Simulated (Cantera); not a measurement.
A closed system holds: 1 mol H₂S, a varied amount of O₂, at 1373.15 K and 7.00 bar.

These are equilibrium values from Cantera (NASA tables, ideal gas, pure condensed phases), not measurements of a reactor. Candidate condensed phases: H₂O, H₂SO₄, S; 19 gas species. Equilibrium is a limit: real reactors are often held back by kinetics, nucleation or transport.

Q: At 0.37 mol O₂, list the 6 most abundant gas species with their mole fractions, and the condensed phases.

A: H₂O 0.463, H₂S 0.245, S₂ 0.221, SO₂ 0.0380, H₂ 0.0277, S₂O 0.00525. Condensed: gas only.
